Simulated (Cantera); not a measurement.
Cantera run, input and output.

```python
import numpy as np
import cantera as ct

gas = ct.Solution("gri30.yaml")
gas.TPX = 1398, 5200, {'N2O': 1.7, 'H2O': 0.07}
reactor = ct.IdealGasConstPressureReactor(gas, energy="off", clone=False)
net = ct.ReactorNet([reactor])
net.rtol, net.atol = 1e-08, 1e-18
show = ['N2O', 'H2O', 'NO2', 'HO2', 'N2', 'NO']
times = np.geomspace(0.0001, 20, 12)

steps = ct.SolutionArray(gas, extra=["t"])
rows = []
print(f"{'t/s':>10s}{'T/K':>9s}{'P/Pa':>11s}" + "".join(f"{s:>11s}" for s in show))
for t in times:
    while net.time < t:
        t_next = net.step()
        steps.append(gas.state, t=t_next)
    rows.append([np.interp(t, steps.t, y) for y in (steps.T, steps.P, *steps(*show).X.T)])
    print(f"{t:10.3e}{rows[-1][0]:9.1f}{rows[-1][1]:11.4g}" + "".join(f"{x:11.3e}" for x in rows[-1][2:]))
rate = np.gradient(steps.T, steps.t)
print("integrator steps:", len(steps.t))
if steps.T.max() > steps.T[0] + 200:
    print(f"time of steepest temperature rise: {steps.t[rate.argmax()]:.4e} s")
gas.TPX = 1398, 5200, {'N2O': 1.7, 'H2O': 0.07}
gas.equilibrate("TP")
print(f"equilibrium (TP): T = {gas.T:.1f} K  " + "  ".join(f"{s} {gas[s].X[0]:.3e}" for s in show))
```

Output:

```
       t/s      T/K       P/Pa        N2O        H2O        NO2        HO2         N2         NO
 1.000e-04   1398.0       5200  9.603e-01  3.954e-02  1.409e-11  4.715e-08  6.317e-05  8.506e-06
 3.033e-04   1398.0       5200  9.601e-01  3.954e-02  2.292e-09  7.269e-07  2.228e-04  4.063e-05
 9.201e-04   1398.0       5200  9.593e-01  3.951e-02  2.429e-07  6.381e-06  7.242e-04  1.431e-04
 2.791e-03   1398.0       5200  9.567e-01  3.945e-02  8.760e-06  1.751e-05  2.276e-03  4.432e-04
 8.465e-03   1398.0       5200  9.490e-01  3.934e-02  7.662e-05  1.470e-05  7.023e-03  1.302e-03
 2.568e-02   1398.0       5200  9.262e-01  3.903e-02  3.047e-04  1.008e-05  2.116e-02  3.783e-03
 7.789e-02   1398.0       5200  8.618e-01  3.817e-02  6.263e-04  5.691e-06  6.108e-02  1.091e-02
 2.363e-01   1398.0       5200  7.003e-01  3.601e-02  7.088e-04  2.344e-06  1.611e-01  2.899e-02
 7.166e-01   1398.0       5200  3.987e-01  3.198e-02  4.565e-04  6.667e-07  3.482e-01  6.239e-02
 2.174e+00   1398.0       5200  9.471e-02  2.793e-02  1.515e-04  1.153e-07  5.375e-01  9.470e-02
 6.594e+00   1398.0       5200  3.487e-03  2.673e-02  1.015e-04  2.560e-08  5.952e-01  1.026e-01
 2.000e+01   1398.0       5200  5.924e-06  2.670e-02  1.978e-04  2.669e-08  5.976e-01  1.024e-01
integrator steps: 1636
equilibrium (TP): T = 1398.0 K  N2O 1.066e-08  H2O 2.670e-02  NO2 1.714e-06  HO2 3.037e-08  N2 6.484e-01  NO 8.114e-04
```

Model: GRI-Mech 3.0 (53 species, 325 reactions), integrated in Cantera. GRI-Mech 3.0 was tuned for natural gas; its chemistry of N2O as a main component is partial and can be far from experiment. The mechanism lacks the step 2 NO + O2 → 2 NO2, which can matter for NO2 below about 1400 K. The temperature is held fixed by assumption; the heat of reaction is taken as removed at once.
